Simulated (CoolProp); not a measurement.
Vapour-liquid equilibrium of methanol (1) + toluene (2) at 149.55 °C; x and y are mole fractions of (1).

Values from CoolProp's multi-fluid Helmholtz-energy mixture model, de Reuck 1993 and Lemmon 2006; pair parameters Bell 2016.

Q: Give the bubble pressure and the first vapour's composition at x = 0.35, 0.5, 0.95. Is there an azeotrope?

A: x = 0.35: 982.9 kPa, y = 0.732; x = 0.5: 1082 kPa, y = 0.773; x = 0.95: 1351 kPa, y = 0.966. No azeotrope shows between x = 0.05 and 0.95.

Pair parameters are fitted to limited data, so mixtures are less certain than the pure fluids. With so large a gap from Raoult's law the liquid may split in two, which this calculation doesn't test in full.
